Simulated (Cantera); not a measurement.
Charge: 1 mol SiCl₄, 0.081 mol C₃H₈, 11 mol H₂, at 1800 K and 0.310 bar.

Cantera equilibrium calculation (NASA polynomials, part measured and part estimated; ideal gas, pure solids and liquids). The tables' values for SiCl₃, SiCl are old estimates; treat these amounts as uncertain. The numbers say what is thermodynamically allowed, not how fast it happens.

```csv
species,before,after
H₂,0.760,0.753
HCl,0.183,0.185
SiCl₂,0.0531,0.0547
H,0.000560,0.00410
Si,3.99e-6,0.000176
C₂H₂ (acetylene),5.08e-7,1.57e-5
SiH,2.21e-6,4.88e-5
SiCl₄,0.000298,2.56e-5
SiCl,4.04e-5,0.000442
SiH₂,8.86e-6,6.52e-5
"SiC(s), mol",0.243,0.242
```
Gas species are given as mole fractions.

**Question.** Which change was made?
A) H₂ from 11 to 1900 mol
B) temperature from 1800 K to 1050 K
C) H₂ from 11 to 380 mol
D) temperature from 1800 K to 2073.15 K

**Answer.** D, temperature from 1800 K to 2073.15 K. Gases not in the tables: Si₂H₆ and higher silanes
